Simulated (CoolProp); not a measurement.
Vapour-liquid equilibrium of carbon dioxide (1) + R227EA (2) at -37.65 °C; x and y are mole fractions of (1).

The numbers come from the multi-fluid Helmholtz-energy mixture model, Span 1996 and Lemmon 2016; pair parameters Bell 2016 in CoolProp.

Q: Give the bubble pressure and the first vapour's composition at x = 0.05, 0.55, 0.65. Is there an azeotrope?

A: x = 0.05: 0.8534 bar, y = 0.585; x = 0.55: 5.886 bar, y = 0.964; x = 0.65: 6.912 bar, y = 0.975. No azeotrope shows between x = 0.05 and 0.95.

Pair parameters are fitted to limited data, so mixtures are less certain than the pure fluids.
